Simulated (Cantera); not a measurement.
## Thermodynamics of carbon deposition, reforming and gasification, feed C3H6 + O2

A closed system holds: 1 mol C3H6, 0.34 mol O2, held at 977 °C.

Method: chemical equilibrium by Gibbs-energy minimisation in Cantera with the NASA 1993 tables (ideal gas, pure condensed phases). Candidate condensed phases: C, C6H6, C7H8, C8H18, H2O; 110 gas species. The ideal-gas law is rough above about 30 bar. Rates play no part.

```csv
P (Pa),log p H2,log p CH4,log p CO,log p H2O,log p CO2,n C(graphite)
10,-4.09,-10.14,-4.73,-10.64,-11.48,2.32
160,-2.88,-7.73,-3.53,-8.24,-9.08,2.32
2500,-1.69,-5.34,-2.34,-5.85,-6.69,2.32
40000,-0.49,-2.94,-1.13,-3.44,-4.28,2.31
630000,0.68,-0.59,0.05,-1.09,-1.92,2.23
10000000,1.69,1.43,1.11,0.98,0.20,1.90
```
log p: log10 of the partial pressure in bar; n: condensed amount in mol.

From 10.0 Pa to 100 bar the condensed part is C(graphite). The main C-bearing gas is CO at 10.0 Pa and CH4 at 100 bar.
